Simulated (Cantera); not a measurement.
## PbS + H2 + N2 (hydrogen reduction and annealing atmospheres)

Charge: 1 mol PbS, 1.1 mol H2, 0.53 mol N2, at 46.0 mbar.

Cantera equilibrium calculation (NASA polynomials, part measured and part estimated; ideal gas, pure solids and liquids). Candidate condensed phases: Pb, PbS, S; 18 gas species. Equilibrium is a limit: real reactors are often held back by kinetics, nucleation or transport.

From 1477 °C to 1752 °C nothing is condensed. The main Pb-bearing gas is PbS at 1477 °C and Pb at 1752 °C.

| T (°C) | x H2 | x PbS | x N2 | x Pb | x S2 | x H2S | x SH |
|---|---|---|---|---|---|---|---|
| 1477 | 0.376 | 0.254 | 0.193 | 0.109 | 0.0414 | 0.0211 | 0.00472 |
| 1502 | 0.375 | 0.246 | 0.192 | 0.115 | 0.0448 | 0.0200 | 0.00527 |
| 1527 | 0.374 | 0.238 | 0.191 | 0.122 | 0.0481 | 0.0190 | 0.00585 |
| 1552 | 0.373 | 0.230 | 0.190 | 0.128 | 0.0515 | 0.0181 | 0.00647 |
| 1577 | 0.372 | 0.222 | 0.189 | 0.135 | 0.0548 | 0.0171 | 0.00711 |
| 1602 | 0.370 | 0.214 | 0.189 | 0.142 | 0.0581 | 0.0162 | 0.00779 |
| 1627 | 0.369 | 0.206 | 0.188 | 0.148 | 0.0613 | 0.0154 | 0.00850 |
| 1652 | 0.367 | 0.198 | 0.187 | 0.155 | 0.0644 | 0.0146 | 0.00924 |
| 1677 | 0.366 | 0.190 | 0.186 | 0.161 | 0.0674 | 0.0138 | 0.0100 |
| 1702 | 0.364 | 0.182 | 0.185 | 0.168 | 0.0703 | 0.0131 | 0.0108 |
| 1727 | 0.362 | 0.174 | 0.184 | 0.174 | 0.0730 | 0.0124 | 0.0116 |
| 1752 | 0.360 | 0.166 | 0.184 | 0.180 | 0.0756 | 0.0117 | 0.0125 |
x: gas mole fraction; nothing condenses.
